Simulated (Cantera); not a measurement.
A closed system holds: 1 mol SiCl4, 0.25 mol NH3, 52 mol H2, at 3.30 mbar.

Method: chemical equilibrium by Gibbs-energy minimisation in Cantera with the NASA 1993 tables (ideal gas, pure condensed phases). Candidate condensed phases: NH4Cl, Si, Si3N4; 28 gas species. Mutual solubility and eutectic melting of coexisting phases are not modelled. The tables' values for SiCl3 are old estimates; treat these amounts as uncertain. Equilibrium is a limit: real reactors are often held back by kinetics, nucleation or transport. All values below are at 752 °C.

Base state: H2 0.956, HCl 0.0318, SiCl4 0.00756, SiHCl3 0.00195, SiCl2 0.00189, SiCl3 0.000827, SiH2Cl2 5.59e-5 (mole fractions); condensed: Si(s) + Si3N4(s).

Task: What changes in the equilibrium state with this change: SiCl4 replaced by trisilylamine?

Result: 
```
species         before  after
-------------  -------  -----
H2               0.956   1.00
HCl             0.0318      0
SiCl4          0.00756      0
SiHCl3         0.00195      0
SiCl2          0.00189      0
Si(s), mol       0.151   2.06
Si3N4(s), mol   0.0625  0.312
```
The feed counts by its element totals alone.
